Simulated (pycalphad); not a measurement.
All values are pycalphad results on the COST 507 light-alloy database (1999) (1 atm), not direct measurements. The database dates from 1999; later assessments differ in places, in temperatures and in the compounds included.

Problem. How does the equilibrium phase assembly of Al-1.46Si-0.39Fe (at.%) change on cooling from 1850 K to 500 K?

Solution. 
```tsv
T (K)	phases above	phases below
922.0	liquid	fcc + liquid
908.4	fcc + liquid	AL13FE4 + fcc + liquid
904.8	AL13FE4 + fcc + liquid	ALFESI_ALPHA + fcc + liquid
892.6	ALFESI_ALPHA + fcc + liquid	ALFESI_BETA + fcc + liquid
867.6	ALFESI_BETA + fcc + liquid	ALFESI_BETA + fcc
813.4	ALFESI_BETA + fcc	ALFESI_BETA + diamond (Si) + fcc
```
Changes were sought between steps of 75 K, so a narrower field can be missed.

Database names, with the compositions (at.%) that they take in these runs: ALFESI_BETA: Al 70 Si 15 Fe 15.
